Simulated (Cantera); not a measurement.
A freely propagating, adiabatic, planar premixed flame of C2H4 : O2 : N2 : H2O = 1 : 4.29 : 17.6 : 2.4 (molar parts), unburnt at 450 K and 10.0 bar; mixture-averaged transport, grid criteria slope 0.08 and curve 0.16, no radiation.

Model: GRI-Mech 3.0 (53 species, 325 reactions), integrated in Cantera. GRI-Mech 3.0 was tuned for natural gas; its chemistry of ethylene as a main component is partial and can be far from experiment. Burning velocities carry a grid error of a few per cent, more on coarse grids.

x: mole fraction of selected species; z is measured from the peak of heat release.

| z (mm) | T (K) | u (m/s) | x C2H4 | x O2 | x H2O | x H2 | x O | x HO2 |
|---|---|---|---|---|---|---|---|---|
| -0.295 | 451 | 0.208 | 0.0395 | 0.170 | 0.0950 | 0.000215 | <1e-8 | (withheld) |
| -0.197 | 456 | 0.211 | 0.0395 | 0.169 | 0.0956 | 0.000461 | <1e-8 | (withheld) |
| -0.147 | 473 | 0.219 | 0.0392 | 0.168 | 0.0971 | 0.000731 | <1e-8 | (withheld) |
| -0.0983 | 560 | 0.260 | 0.0374 | 0.161 | 0.104 | 0.00118 | <1e-8 | (withheld) |
| -0.0491 | 892 | 0.416 | 0.0276 | 0.135 | 0.126 | 0.00180 | 4.37e-8 | (withheld) |
| -0.0246 | 1209 | 0.567 | 0.0153 | 0.107 | 0.145 | 0.00212 | 6.13e-6 | (withheld) |
| 0 | 1532 | 0.719 | 0.00297 | 0.0772 | 0.163 | 0.00212 | 0.000112 | (withheld) |
| 0.0246 | 1704 | 0.796 | 0.000133 | 0.0621 | 0.170 | 0.00139 | 0.000295 | (withheld) |
| 0.0491 | 1779 | 0.827 | 3.07e-6 | 0.0562 | 0.171 | 0.000872 | 0.000301 | (withheld) |
| 0.0983 | 1840 | 0.852 | <1e-8 | 0.0522 | 0.173 | 0.000415 | 0.000168 | (withheld) |
| 0.197 | 1869 | 0.863 | <1e-8 | 0.0507 | 0.174 | 0.000128 | 5.74e-5 | (withheld) |
| 0.393 | 1877 | 0.866 | <1e-8 | 0.0504 | 0.175 | 3.83e-5 | 2.22e-5 | (withheld) |
| 0.786 | 1878 | 0.867 | <1e-8 | 0.0503 | 0.175 | 2.71e-5 | 1.77e-5 | (withheld) |

Question: Fill in the missing entries.

Answer: 
- -0.295, x HO2: 1.08e-7
- -0.197, x HO2: 6.57e-7
- -0.147, x HO2: 2.75e-6
- -0.0983, x HO2: 1.85e-5
- -0.0491, x HO2: 0.000166
- -0.0246, x HO2: 0.000453
- 0, x HO2: 0.000309
- 0.0246, x HO2: 8.13e-5
- 0.0491, x HO2: 3.76e-5
- 0.0983, x HO2: 1.42e-5
- 0.197, x HO2: 4.07e-6
- 0.393, x HO2: 1.62e-6
- 0.786, x HO2: 1.36e-6
